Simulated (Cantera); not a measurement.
A perfectly stirred reactor is fed with CH4 : H2 : O2 : N2 = 1 : 1.2 : 1.86 : 7.06 (molar parts), equivalence ratio 1.4, at 2.20 bar; it is adiabatic with a 573 K inlet, and is followed from long to short residence time, starting on the burning branch (τ in s: 0.06, 0.033, 0.018, 0.01, 0.0055, 0.0031, 0.0017, 0.00093, 0.00051, 0.00028, 0.00016, 8.7e-05, 4.8e-05).

Model: GRI-Mech 3.0 (53 species, 325 reactions), integrated in Cantera.

Predict: blow-out, bracketed by the residence times tried; x(CH4) at τ = 60.0 ms; x(H2) at τ = 60.0 ms; x(O2) at τ = 60.0 ms; x(CO) at τ = 60.0 ms; x(C2H2) at τ = 60.0 ms; x(CH4) at τ = 1.70 ms; x(H2) at τ = 1.70 ms; x(O2) at τ = 1.70 ms; x(CO) at τ = 1.70 ms; x(C2H2) at τ = 1.70 ms.


```
Property                                                                          Result
------------------------------------------------  --------------------------------------
blow-out, bracketed by the residence times tried  burning at 48.0 µs, the shortest tried
x(CH4) at τ = 60.0 ms                                                            3.01e-5
x(H2) at τ = 60.0 ms                                                              0.0729
x(O2) at τ = 60.0 ms                                                             5.42e-5
x(CO) at τ = 60.0 ms                                                              0.0580
x(C2H2) at τ = 60.0 ms                                                           3.43e-7
x(CH4) at τ = 1.70 ms                                                           0.000129
x(H2) at τ = 1.70 ms                                                              0.0723
x(O2) at τ = 1.70 ms                                                            0.000610
x(CO) at τ = 1.70 ms                                                              0.0576
x(C2H2) at τ = 1.70 ms                                                           6.27e-6
```
